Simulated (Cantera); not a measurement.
Carbon deposition, reforming and gasification: CH₄ + CO₂ + N₂ + NH₃

Feed: 1 mol CH₄, 0.034 mol CO₂, 3.3 mol N₂, 0.013 mol NH₃, at 31.0 Pa.

Method: chemical equilibrium by Gibbs-energy minimisation in Cantera with the NASA 1993 tables (ideal gas, pure condensed phases). Candidate condensed phases: C, C₆H₆, C₇H₈, C₈H₁₈, H₂O; 136 gas species. Kinetics and transport are ignored.

From 1973 K to 2648 K the condensed part is C(graphite). From 2723 K to 2948 K nothing is condensed. The main C-bearing gas is CO at 1973 K and C₃ at 2948 K.

```
T (K)  log p N₂  log p H  log p H₂  log p C  log p C₃  log p CN  log p HCN  log p CO  n C(graphite)
-----  --------  -------  --------  -------  --------  --------  ---------  --------  -------------
1973      -3.73    -4.86     -3.98   -10.77    -10.85     -8.27      -5.73     -5.42          0.929
2048      -3.74    -4.65     -4.00   -10.08    -10.06     -7.85      -5.62     -5.42          0.916
2123      -3.75    -4.47     -4.04    -9.43     -9.32     -7.47      -5.53     -5.43          0.901
2198      -3.76    -4.30     -4.10    -8.83     -8.63     -7.11      -5.45     -5.44          0.885
2273      -3.78    -4.16     -4.18    -8.27     -8.00     -6.78      -5.40     -5.46          0.867
2348      -3.80    -4.05     -4.28    -7.75     -7.40     -6.47      -5.37     -5.48          0.847
2423      -3.81    -3.96     -4.42    -7.25     -6.84     -6.18      -5.35     -5.49          0.822
2498      -3.83    -3.90     -4.59    -6.79     -6.32     -5.91      -5.36     -5.51          0.778
2573      -3.85    -3.86     -4.78    -6.36     -5.82     -5.66      -5.39     -5.52          0.672
2648      -3.87    -3.83     -5.00    -5.94     -5.36     -5.42      -5.43     -5.54          0.395
2723      -3.88    -3.83     -5.23    -5.61     -5.08     -5.24      -5.54     -5.56              0
2798      -3.89    -3.82     -5.45    -5.39     -5.12     -5.18      -5.73     -5.56              0
2873      -3.90    -3.81     -5.66    -5.20     -5.18     -5.12      -5.93     -5.57              0
2948      -3.90    -3.81     -5.88    -5.02     -5.28     -5.08      -6.14     -5.57              0
```
log p: log10 of the partial pressure in bar; n: condensed amount in mol.
